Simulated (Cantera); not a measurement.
Feed: 1 mol Si, 2.7 mol HCl, 13 mol H₂, equilibrated at 1350 K and 13.0 bar.

Cantera's Mixture.equilibrate('TP', solver="vcs", rtol=1e-11, max_steps=5000) on the NASA tables stopped like this:

```
ERROR: FAILURE its = 5001!

*******************************************************************************
CanteraError thrown by MultiPhase::equilibrate:
VCS solver failed. Return code: -1
*******************************************************************************
```

What got this run through?

This is not unique; one that fits is The failure is numerical, not chemical. The same input converged with solver="gibbs", rtol=1e-10, max_steps=50000, and the result passed a check of the equilibrium conditions:
```
       temperature   1350 K
          pressure   1.3e+06 Pa
           density   1.1121 kg/m^3
  mean mol. weight   9.6025 kg/kmol
   phase of matter   gas

                          1 kg             1 kmol
                     ---------------   ---------------
          enthalpy        8.6955e+05        8.3499e+06  J
   internal energy       -2.9936e+05       -2.8747e+06  J
           entropy             17947        1.7234e+05  J/K
    Gibbs function       -2.3359e+07       -2.2431e+08  J
 heat capacity c_p            3642.9             34981  J/K
 heat capacity c_v            2777.1             26667  J/K

                      mass frac. Y      mole frac. X     chem. pot. / RT
                     ---------------   ---------------   ---------------
               HCL           0.12526          0.032991           -34.163
                H2            0.1931           0.91977            -15.82
             SiCL2          0.034298         0.0033273           -56.835
             SiCL3          0.042261         0.0030186           -83.088
             SiCL4           0.24168          0.013661           -109.34
            SiHCL3           0.30763           0.02181           -90.998
           SiH2CL2          0.053413         0.0050782           -72.655
            SiH3CL         0.0023314        0.00033635           -54.313
     [  +11 minor]         3.148e-05        1.0029e-05

Si(cr)            2.88496e-01 mol
```

The gas is ideal and each condensed phase is pure. The tables' values for SiCl3 are old estimates; treat these amounts as uncertain.
